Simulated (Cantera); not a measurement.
Input: 1 mol FeS2, 0.12 mol O2, 2.2 mol CO2, equilibrated at 1500 K and 7300 Pa.

Equilibrium computed with Cantera from the NASA thermochemical tables; the gas is ideal and each condensed phase is pure. Candidate condensed phases: C, Fe, Fe(CO)5, FeO, FeS, FeSO4, FeS2, Fe2O3, Fe2(SO4)3, Fe3O4, S; 25 gas species. FeS: taken at fixed stoichiometry. Kinetics and transport are ignored.

Base state: CO2 0.561, CO 0.195, SO2 0.138, S2 0.0991, SO 0.00344, COS 0.00201, S2O 0.00170, S 4.74e-5 (mole fractions); condensed: FeS(l).

Problem. What changes in the equilibrium state with this change: FeS2 replaced by MgO?

Solution. 
```tsv
species	before	after
CO2	0.561	0.948
O2	2.70e-9	0.0518
CO	0.195	7.55e-5
SO2	0.138	0
S2	0.0991	0
SO	0.00344	0
COS	0.00201	0
S2O	0.00170	0
S	4.74e-5	0
FeS(l), mol	1.00	0
MgO(s), mol	0	1.00
```
Further candidate phases: Mg, MgCO3, MgO.

Problem. What changes in the equilibrium state with this change: FeS2 replaced by MgCO3?

Solution. 
```json
[
 {"species": "CO2", "before": "0.561", "after": "0.964"},
 {"species": "O2", "before": "2.70e-9", "after": "0.0362"},
 {"species": "CO", "before": "0.195", "after": "9.18e-5"},
 {"species": "SO2", "before": "0.138", "after": "0"},
 {"species": "S2", "before": "0.0991", "after": "0"},
 {"species": "SO", "before": "0.00344", "after": "0"},
 {"species": "COS", "before": "0.00201", "after": "0"},
 {"species": "FeS(l), mol", "before": "1.00", "after": "0"},
 {"species": "MgO(s), mol", "before": "0", "after": "1.00"}
]
```
Further candidate phases: Mg, MgCO3, MgO.
